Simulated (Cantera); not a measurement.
Charge: 1 mol C3H6, 0.49 mol O2, 0.83 mol N2, equilibrated at 2223.15 K and 150 Torr.

Method: chemical equilibrium by Gibbs-energy minimisation in Cantera with the NASA 1993 tables (ideal gas, pure condensed phases). Rates play no part.

```
species             before     after
----------------  --------  --------
H2                   0.607     0.537
CO                   0.203     0.194
N2                   0.166     0.159
H                   0.0112    0.0980
HCN                 0.0103   0.00949
CH4                1.85e-5   1.66e-7
CN                 7.04e-6   6.43e-5
C2H                1.20e-6   1.05e-5
C2H2 (acetylene)   0.00176   0.00156
HNC               0.000842  0.000775
C(graphite), mol      1.95      1.95
```
Gas species are given as mole fractions.

**Question.** Name the change that produced these shifts.
A) pressure from 150 Torr to 1 atm
B) temperature from 2223.15 K to 1900 K
C) O2 from 0.49 to 1.3 mol
D) pressure from 150 Torr to 1.73 Torr

**Answer.** D, pressure from 150 Torr to 1.73 Torr
